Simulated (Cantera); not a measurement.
Cantera with NASA thermochemical tables; ideal gases at 1 bar, condensed phases pure. Values are per mole of reaction as written; species without (g) are pure solids or liquids, kept so even where they would boil at 1 bar.

### Question
Between 1400 and 2100 K, where is each reaction favourable under standard conditions?
- CH4(g) + 4 Ti3O5 ⇌ 6 Ti2O3 + 4 H(g) + CO2(g)

### Answer
- CH4(g) + 4 Ti3O5 ⇌ 6 Ti2O3 + 4 H(g) + CO2(g): ΔG° is 652 kJ at 1400 K and 331 kJ at 2100 K; it stays positive (K < 1). ΔH° is 621 kJ and ΔS° 138 J/K at 2100 K.
